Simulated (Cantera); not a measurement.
An adiabatic, constant-volume homogeneous reactor starts with CH₄ : C₂H₆ : C₃H₈ : O₂ : N₂ = 1 : 0.092 : 0.14 : 5.3 : 19.9 (molar parts), equivalence ratio 0.57, at 1125 K and 10.0 bar. Integrator tolerance rtol = 1e-08.

Computed with Cantera and GRI-Mech 3.0 (53 species, 325 reactions). GRI-Mech 3.0 was tuned for natural gas; its chemistry of propane as a main component is partial and can be far from experiment.

Q: What does this change do: pressure from 10.0 bar to 1.00 bar?

A: 
| quantity | before | after |
|---|---|---|
| time of steepest temperature rise | 2.78 ms | 15.0 ms |
| temperature at 1.00 s | 2536 K | 2482 K |
| equilibrium temperature | 2536 K | 2482 K |
| x(CH₄) at 1.00 s | <1e-12 (gas-phase equilibrium <1e-12) | <1e-12 (gas-phase equilibrium <1e-12) |
| x(C₂H₆) at 1.00 s | <1e-12 (gas-phase equilibrium <1e-12) | <1e-12 (gas-phase equilibrium <1e-12) |
| x(C₃H₈) at 1.00 s | <1e-12 (gas-phase equilibrium <1e-12) | <1e-12 (gas-phase equilibrium <1e-12) |
| x(C₂H₂) at 1.00 s | <1e-12 (gas-phase equilibrium <1e-12) | <1e-12 (gas-phase equilibrium <1e-12) |
| x(HCO) at 1.00 s | 8.70e-10 (gas-phase equilibrium 8.70e-10) | 8.23e-10 (gas-phase equilibrium 8.23e-10) |

Q: What does this change do: 0.77 parts CO2 added?

A: 
```csv
quantity,before,after
time of steepest temperature rise,2.78 ms,2.85 ms
temperature at 1.00 s,2536 K,2481 K
equilibrium temperature,2536 K,2481 K
x(CH₄) at 1.00 s,<1e-12 (gas-phase equilibrium <1e-12),<1e-12 (gas-phase equilibrium <1e-12)
x(C₂H₆) at 1.00 s,<1e-12 (gas-phase equilibrium <1e-12),<1e-12 (gas-phase equilibrium <1e-12)
x(C₃H₈) at 1.00 s,<1e-12 (gas-phase equilibrium <1e-12),<1e-12 (gas-phase equilibrium <1e-12)
x(C₂H₂) at 1.00 s,<1e-12 (gas-phase equilibrium <1e-12),<1e-12 (gas-phase equilibrium <1e-12)
x(HCO) at 1.00 s,8.70e-10 (gas-phase equilibrium 8.70e-10),7.13e-10 (gas-phase equilibrium 7.13e-10)
```
